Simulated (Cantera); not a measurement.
Standard-state values (1 bar) from the NASA 1993 polynomials, evaluated with Cantera. Values are per mole of reaction as written; species without (g) are pure solids or liquids, kept so even where they would boil at 1 bar.

C + CH4(g) = C2H4(g)

| T (K) | ΔH° (kJ) | ΔS° (J/K) | ΔG° (kJ) | log10 K |
|---|---|---|---|---|
| 300 | ___ | ___ | ___ | ___ |
| 900 | 127.4 | 27.7 | 102.5 | -5.95 |
| 950 | 127.3 | 27.6 | 101.1 | -5.56 |
| 1000 | 127.3 | 27.6 | 99.7 | -5.21 |
| 1050 | 127.2 | 27.5 | 98.3 | -4.89 |
| 1100 | ___ | ___ | ___ | ___ |

Some entries are withheld; supply them.


- 300, ΔH° (kJ): 127.1
- 300, ΔS° (J/K): 27.2
- 300, ΔG° (kJ): 118.9
- 300, log10 K: -20.71
- 1100, ΔH° (kJ): 127.1
- 1100, ΔS° (J/K): 27.4
- 1100, ΔG° (kJ): 97.0
- 1100, log10 K: -4.60
